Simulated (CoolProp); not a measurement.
Computed with CoolProp (reference Helmholtz-energy equation of state, Zhou 2012).

### Question
Give the vapour pressure (MPa), enthalpy of vaporisation (kJ/kg), vapour viscosity (µPa s) of saturated o-xylene at 378.3 K.

### Answer
```json
[
 {"T (K)": "378.3", "p (MPa)": "0.0316", "enthalpy of vaporisation (kJ/kg)": "366", "vapour viscosity (µPa s)": "8.20"}
]
```

Viscosity comes from a separate model (Cao 2016).
